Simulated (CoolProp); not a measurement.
A simple Rankine cycle with fluoroethane (R161): condensing at 293.15 K, boiler at 2.56 MPa, turbine inlet 449 K, turbine efficiency 0.85, pump efficiency 0.8, no recuperator. Each further row changes one setting.

Values from CoolProp's reference Helmholtz-energy equation of state, Wu 2012.

```csv
case,thermal efficiency (%),net work (kJ/kg),heat in (kJ/kg),turbine exit temperature (K),volume ratio over the turbine
as stated,?,?,571,397.7,?
condensing temperature 285.15 K,12.8,75.3,588,?,3.71
boiler pressure 1.79 MPa,?,45.9,581,414.4,?
turbine efficiency 0.75,?,55.2,571,402.5,3.03
```

Task: Fill in the missing entries.

Result: 
- as stated, thermal efficiency (%): 11.0
- as stated, net work (kJ/kg): 63.0
- as stated, volume ratio over the turbine: 2.99
- condensing temperature 285.15 K, turbine exit temperature (K): 388.3
- boiler pressure 1.79 MPa, thermal efficiency (%): 7.9
- boiler pressure 1.79 MPa, volume ratio over the turbine: 2.12
- turbine efficiency 0.75, thermal efficiency (%): 9.7
